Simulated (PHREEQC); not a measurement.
# Geothermal or formation water: an equilibrium model

Model water analysis in mg/L, 40 °C, pH 7.19, pe 2.1:

```csv
constituent,mg/L
Na,1440
K,0.791
Ca,142
Mg,500
Cl,3340
S(6) as SO4,942
Alkalinity as HCO3,16.8
Li,0.113
```

Cl is adjusted to close the charge balance.
Valence states are taken as typed.

Equilibrium calculation in PHREEQC: ion-association model, phreeqc.dat.

No solid was allowed to form.

Q: Predict the ionic strength.

A: ionic strength 0.128 mol/kgw.

Q: In which forms is C present?

A: HCO3- 82 %, CO2 7.8 %, MgHCO3+ 6.8 %, NaHCO3 1.5 %, CaHCO3+ 1.4 % of the C.

At this temperature some constants are extrapolated from 25 °C, and those without enthalpy data are left unchanged.
